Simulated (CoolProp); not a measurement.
Vapour-liquid equilibrium of R1234yf (1) + isobutane (2) at 286.5 K; x and y are mole fractions of (1).

Model: multi-fluid Helmholtz-energy mixture model, Lemmon 2022 and Bücker 2006; pair parameters Bell 2016, in CoolProp.

| x | bubble pressure, mixture model (MPa) | bubble pressure, Raoult's law (MPa) | y, mixture model | y, Raoult's law |
|---|---|---|---|---|
| 0.05 | 0.2927 | 0.2578 | 0.187 | 0.094 |
| 0.2 | 0.3829 | 0.2937 | 0.439 | 0.331 |
| 0.35 | … | 0.3297 | 0.554 | 0.515 |
| 0.5 | … | 0.3656 | … | 0.664 |
| 0.65 | 0.4818 | 0.4016 | 0.716 | 0.786 |
| 0.8 | … | 0.4375 | 0.812 | 0.888 |
| 0.95 | 0.4903 | 0.4734 | 0.944 | 0.974 |

### Question
Complete the blanks.

### Answer

- 0.35, bubble pressure, mixture model (MPa): 0.4317
- 0.5, bubble pressure, mixture model (MPa): 0.4618
- 0.5, y, mixture model: 0.636
- 0.8, bubble pressure, mixture model (MPa): 0.4926

The largest gap from Raoult's law is +30.9 % in bubble pressure, at x = 0.35. y crosses x between x = 0.8 and 0.95: the model has an azeotrope there.

The pair parameters rest on a limited set of measurements; away from them the model extrapolates.
